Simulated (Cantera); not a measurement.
Feed: 1 mol C₆H₆, 3.8 mol H₂O, 0.56 mol H₂, 0.19 mol O₂, held at 1527 °C and 5.80 bar.

Equilibrium computed with Cantera from the NASA thermochemical tables; the gas is ideal and each condensed phase is pure. Candidate condensed phases: C, C₆H₆, C₇H₈, C₈H₁₈, H₂O; 110 gas species. The numbers say what is thermodynamically allowed, not how fast it happens.

Base state: H₂ 0.635, CO 0.363, CH₄ 0.00180, H₂O 0.000381, H 0.000118, C₂H₂ (acetylene) 0.000111, CO₂ 5.69e-5 (mole fractions); condensed: C(graphite).

### Question
What changes in the equilibrium state with this change: temperature from 1527 °C to 1950 °C?

### Answer
```tsv
species	before	after
H₂	0.635	0.633
CO	0.363	0.362
H	0.000118	0.00212
C₂H₂ (acetylene)	0.000111	0.00184
CO₂	5.69e-5	7.51e-6
CH₃	6.79e-6	3.71e-5
C(graphite), mol	1.80	1.77
```
